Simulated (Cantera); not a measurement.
Source: NASA polynomial tables (part measured, part estimated), evaluated in Cantera. Values are per mole of reaction as written; species without (g) are pure solids or liquids, kept so even where they would boil at 1 bar.

**Question.** Between 350 and 750 K, where is each reaction favourable under standard conditions?
- 2 F(g) + Cu = CuF2
- 2 NF3(g) + 3 Cu = 3 CuF2 + 2 N(g)

**Answer.** 
- 2 F(g) + Cu = CuF2: ΔG° is -602 kJ at 350 K and -494 kJ at 750 K; it stays negative (K > 1). ΔH° is -694 kJ and ΔS° -268 J/K at 750 K.
- 2 NF3(g) + 3 Cu = 3 CuF2 + 2 N(g): ΔG° is -379 kJ at 350 K and -361 kJ at 750 K; it stays negative (K > 1). ΔH° is -380 kJ and ΔS° -26 J/K at 750 K.
